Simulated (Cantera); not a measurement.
A closed system holds: 1 mol BN, 8.9 mol H₂O, 1.9 mol N₂, at 1248 K and 100 Torr.

Method: chemical equilibrium by Gibbs-energy minimisation in Cantera with the NASA 1993 tables (ideal gas, pure condensed phases). Candidate condensed phases: B, BN, B₂O₃, B₃O₃H₃, H₂O; 39 gas species. Gases not in the tables: H₃BO₃. Equilibrium is a limit: real reactors are often held back by kinetics, nucleation or transport.

Base state: H₂O 0.650, N₂ 0.212, H₂ 0.133, HBO₂ 0.00354, (HBO₂)₃ 0.00188 (mole fractions); condensed: B₂O₃(l).

Task: What changes in the equilibrium state with this change: H₂O from 8.9 to 0.79 mol?

Result: 
```tsv
species	before	after
N₂	0.212	0.732
H₂	0.133	0.266
H₂O	0.650	0.00107
HBO₂	0.00354	0.000144
(HBO₂)₃	0.00188	1.26e-7
B₂O₃(l), mol	0.448	0.262
BN(s), mol	0	0.476
```
Mutual solubility and eutectic melting of coexisting phases are not modelled.
